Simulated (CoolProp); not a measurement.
Vapour-liquid equilibrium of R22 (1) + R11 (2) at 0.342 bar; x and y are mole fractions of (1).

The numbers come from the multi-fluid Helmholtz-energy mixture model, Kamei 1995 and Jacobsen 1992; pair parameters Bell 2016 in CoolProp.

```json
[
 {"x": "0.05", "bubble temperature, mixture model (°C)": "-21.1", "bubble temperature, Raoult's law (°C)": "-14.9", "y, mixture model": "___", "y, Raoult's law": "0.435"},
 {"x": "0.15", "bubble temperature, mixture model (°C)": "-37.2", "bubble temperature, Raoult's law (°C)": "-28.8", "y, mixture model": "0.845", "y, Raoult's law": "0.756"},
 {"x": "0.25", "bubble temperature, mixture model (°C)": "-44.6", "bubble temperature, Raoult's law (°C)": "-37.3", "y, mixture model": "0.911", "y, Raoult's law": "0.869"},
 {"x": "0.35", "bubble temperature, mixture model (°C)": "___", "bubble temperature, Raoult's law (°C)": "-43.3", "y, mixture model": "___", "y, Raoult's law": "0.921"},
 {"x": "0.45", "bubble temperature, mixture model (°C)": "___", "bubble temperature, Raoult's law (°C)": "-47.8", "y, mixture model": "0.955", "y, Raoult's law": "0.951"},
 {"x": "0.55", "bubble temperature, mixture model (°C)": "-54.1", "bubble temperature, Raoult's law (°C)": "-51.3", "y, mixture model": "0.966", "y, Raoult's law": "0.968"},
 {"x": "0.65", "bubble temperature, mixture model (°C)": "-56.0", "bubble temperature, Raoult's law (°C)": "-54.3", "y, mixture model": "0.975", "y, Raoult's law": "0.980"},
 {"x": "0.75", "bubble temperature, mixture model (°C)": "-57.6", "bubble temperature, Raoult's law (°C)": "-56.7", "y, mixture model": "0.982", "y, Raoult's law": "0.988"},
 {"x": "0.85", "bubble temperature, mixture model (°C)": "-59.2", "bubble temperature, Raoult's law (°C)": "-58.9", "y, mixture model": "___", "y, Raoult's law": "0.994"},
 {"x": "0.95", "bubble temperature, mixture model (°C)": "-60.8", "bubble temperature, Raoult's law (°C)": "-60.7", "y, mixture model": "0.996", "y, Raoult's law": "0.998"}
]
```

### Question
Fill in the missing entries.

### Answer

- 0.05, y, mixture model: 0.582
- 0.35, bubble temperature, mixture model (°C): -49.0
- 0.35, y, mixture model: 0.939
- 0.45, bubble temperature, mixture model (°C): -51.9
- 0.85, y, mixture model: 0.989

The largest gap from Raoult's law is -8.4 K in bubble temperature, at x = 0.15. No azeotrope shows between x = 0.05 and 0.95.

Pair parameters are fitted to limited data, so mixtures are less certain than the pure fluids.
